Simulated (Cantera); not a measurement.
A perfectly stirred reactor is fed with CH₄ : H₂ : O₂ : N₂ = 1 : 0.75 : 4.03 : 12.9 (molar parts), equivalence ratio 0.59, at 760 Torr; it is adiabatic with a 300 K inlet, and is followed from long to short residence time, starting on the burning branch (τ in s: 0.081, 0.034, 0.014, 0.0058, 0.0024, 0.001, 0.00042, 0.00017, 7.2e-05, 3e-05, 1.2e-05, 5.1e-06).

Detailed kinetics in Cantera: GRI-Mech 3.0 (53 species, 325 reactions).

Predict: blow-out, bracketed by the residence times tried; x(CH₄) at τ = 81.0 ms; x(H₂) at τ = 81.0 ms; x(O₂) at τ = 81.0 ms; x(CO₂) at τ = 81.0 ms; x(O) at τ = 81.0 ms; x(CH₄) at τ = 0.420 ms; x(H₂) at τ = 0.420 ms; x(O₂) at τ = 0.420 ms; x(CO₂) at τ = 0.420 ms; x(O) at τ = 0.420 ms.


```
Quantity                                                                       Result
------------------------------------------------  -----------------------------------
blow-out, bracketed by the residence times tried  burning at 0.170 ms, out at 72.0 µs
x(CH₄) at τ = 81.0 ms                                                         9.19e-6
x(H₂) at τ = 81.0 ms                                                         0.000151
x(O₂) at τ = 81.0 ms                                                           0.0901
x(CO₂) at τ = 81.0 ms                                                          0.0543
x(O) at τ = 81.0 ms                                                          0.000180
x(CH₄) at τ = 0.420 ms                                                       0.000332
x(H₂) at τ = 0.420 ms                                                         0.00339
x(O₂) at τ = 0.420 ms                                                          0.0940
x(CO₂) at τ = 0.420 ms                                                         0.0446
x(O) at τ = 0.420 ms                                                          0.00338
```
